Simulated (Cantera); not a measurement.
An adiabatic, constant-pressure homogeneous reactor starts with H2 : O2 : N2 = 1 : 0.526 : 4.58 (molar parts), equivalence ratio 0.95, at 1373 K and 4.10 bar. Integrator tolerance rtol = 1e-08.

Model: GRI-Mech 3.0 (53 species, 325 reactions), integrated in Cantera. The hydrogen kinetics of GRI-Mech 3.0 are dated; newer H2 mechanisms differ, most at raised pressure.

**Question.** What does this change do: pressure from 4.10 bar to 0.960 bar?

**Answer.** 
```
quantity                                                            before                                    after
---------------------------------  ---------------------------------------  ---------------------------------------
time of steepest temperature rise                                  9.64 µs                                  38.2 µs
temperature at 2.00 s                                               2457 K                                   2421 K
equilibrium temperature                                             2457 K                                   2421 K
x(H2) at 2.00 s                    0.00585 (gas-phase equilibrium 0.00585)  0.00883 (gas-phase equilibrium 0.00883)
x(O2) at 2.00 s                    0.00478 (gas-phase equilibrium 0.00478)  0.00588 (gas-phase equilibrium 0.00588)
x(NO) at 2.00 s                    0.00327 (gas-phase equilibrium 0.00327)  0.00339 (gas-phase equilibrium 0.00339)
x(H2O) at 2.00 s                       0.169 (gas-phase equilibrium 0.169)      0.164 (gas-phase equilibrium 0.164)
x(NO2) at 2.00 s                   9.28e-7 (gas-phase equilibrium 9.28e-7)  5.37e-7 (gas-phase equilibrium 5.37e-7)
x(N2O) at 2.00 s                   3.73e-7 (gas-phase equilibrium 3.73e-7)  1.87e-7 (gas-phase equilibrium 1.87e-7)
x(HO2) at 2.00 s                   1.38e-6 (gas-phase equilibrium 1.38e-6)  1.00e-6 (gas-phase equilibrium 1.00e-6)
```
